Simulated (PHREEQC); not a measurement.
## Phosphoric acid bath

Consider water at 25 °C with 43 mmol/kgw H3PO4 and 38 mmol/kgw K2HPO4. Closed to the air; pH follows from the charge balance.

Computed with PHREEQC (ion-association model, phreeqc.dat).

Each row changes one thing in this solution. No solid was allowed to form.

| case | pH | ionic strength (mol/kgw) | H2PO4- (mol/kgw) | HPO4-2 (mol/kgw) | KHPO4- (mol/kgw) |
|---|---|---|---|---|---|
| as made | 3.30 | 0.0766 | 0.0766 | 1.88e-5 | 1.11e-6 |
| temperature from 25 to 55 °C | 3.42 | 0.0765 | 0.0764 | 2.99e-5 | 1.68e-6 |
| H3PO4 from 0.043 to 0.086 mol/kgw | 2.35 | 0.0814 | 0.0814 | 2.23e-6 | 1.29e-7 |
| K2HPO4 from 0.038 to 0.057 mol/kgw | 6.04 | 0.126 | 0.0860 | 0.0130 | 0.000967 |
| H3PO4 replaced by K3PO4 at the same molality | 11.43 | 0.357 | 7.92e-7 | 0.0386 | 0.00346 |
| diluted 5-fold with water | 3.49 | 0.0156 | 0.0155 | 4.35e-6 | 7.86e-8 |
| K2HPO4 from 0.038 to 0.0342 mol/kgw | 3.03 | 0.0695 | 0.0695 | 8.80e-6 | 4.83e-7 |
| H3PO4 from 0.043 to 0.0086 mol/kgw | 7.09 | 0.102 | 0.0172 | 0.0279 | 0.00147 |

Away from 25 °C the constants follow the database's enthalpies or fits; those with neither stay at their 25 °C values.
